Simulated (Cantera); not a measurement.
Charge: 1 mol B, 0.058 mol H2O, at 852 °C and 0.0133 bar.

Equilibrium computed with Cantera from the NASA thermochemical tables; the gas is ideal and each condensed phase is pure. Candidate condensed phases: B, B2O3, B3O3H3, H2O; 23 gas species. Mutual solubility and eutectic melting of coexisting phases are not modelled. The numbers say what is thermodynamically allowed, not how fast it happens.

Base state: H2 0.999, B3O3H3 0.000769, HBO 0.000128 (mole fractions); condensed: B(s) + B2O3(l).

Q: What changes in the equilibrium state with this change: B replaced by B2O3?

A: 
```json
[
 {"species": "H2O", "before": "1.87e-7", "after": "0.996"},
 {"species": "HBO2", "before": "9.93e-7", "after": "0.00229"},
 {"species": "(HBO2)3", "before": "<1e-9", "after": "0.00180"},
 {"species": "H2", "before": "0.999", "after": "9.63e-6"},
 {"species": "B3O3H3", "before": "0.000769", "after": "<1e-9"},
 {"species": "HBO", "before": "0.000128", "after": "<1e-9"},
 {"species": "B(s), mol", "before": "0.961", "after": "0"},
 {"species": "B2O3(l), mol", "before": "0.0193", "after": "1.000"}
]
```
Gases not in the tables: H3BO3.

Q: What changes in the equilibrium state with this change: pressure from 0.0133 bar to 0.100 bar?

A: 
| species | before | after |
|---|---|---|
| H2 | 0.999 | 0.998 |
| B3O3H3 | 0.000769 | 0.00210 |
| HBO | 0.000128 | 4.68e-5 |
| B(s), mol | 0.961 | 0.961 |
| B2O3(l), mol | 0.0193 | 0.0192 |
